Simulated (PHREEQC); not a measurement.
Dissolve 140 mmol/kgw NaOH and 19 mmol/kgw Na2SiO3 at 65 °C. Closed to the air; pH follows from the charge balance.

Equilibrium calculation in PHREEQC: ion-association model, phreeqc.dat.

Q: The ionic strength comes out as 0.188 mol/kgw. What activity coefficients do OH-, H3SiO4-, H2SiO4-2, Na+ get?

A: OH- 0.69, H3SiO4- 0.71, H2SiO4-2 0.29, Na+ 0.73.

This is a speciation only: nothing precipitates in the calculation. Species that the database lacks are ignored. Constants without temperature data keep their 25 °C values here.
